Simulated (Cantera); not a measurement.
A perfectly stirred reactor is fed with CH4 : H2O : H2 = 1 : 2.8 : 0.028 (molar parts), at 1.01 bar; it is held at 1975 K, and followed from long to short residence time.

Detailed kinetics in Cantera: GRI-Mech 3.0 (53 species, 325 reactions).

x: mole fraction; the columns are a selection and need not sum to one.

```csv
τ (s),x CH4,x H2O,x H2,x CH2O,x C2H,x OH,x C2H4
0.57,0.00301,0.297,0.530,6.74e-7,2.45e-8,5.22e-5,4.96e-6
0.31,?,0.302,0.525,?,?,5.34e-5,?
0.17,0.00679,0.311,0.517,1.61e-6,1.21e-7,5.53e-5,2.43e-5
0.095,0.00951,0.324,0.505,2.41e-6,2.28e-7,5.83e-5,4.61e-5
0.052,0.0131,0.344,0.487,3.66e-6,4.04e-7,6.29e-5,8.26e-5
0.029,0.0173,0.370,0.464,5.50e-6,6.48e-7,6.90e-5,0.000136
0.016,?,?,0.436,?,?,?,?
0.0088,0.0289,0.440,0.402,1.27e-5,1.33e-6,8.67e-5,0.000324
0.0048,0.0370,0.481,0.365,1.92e-5,1.70e-6,9.74e-5,0.000493
```

Task: Some entries are withheld; supply them.

Result: 
- 0.31, x CH4: 0.00462
- 0.31, x CH2O: 1.05e-6
- 0.31, x C2H: 5.72e-8
- 0.31, x C2H4: 1.15e-5
- 0.016, x CH4: 0.0225
- 0.016, x H2O: 0.403
- 0.016, x CH2O: 8.36e-6
- 0.016, x C2H: 9.65e-7
- 0.016, x OH: 7.70e-5
- 0.016, x C2H4: 0.000213
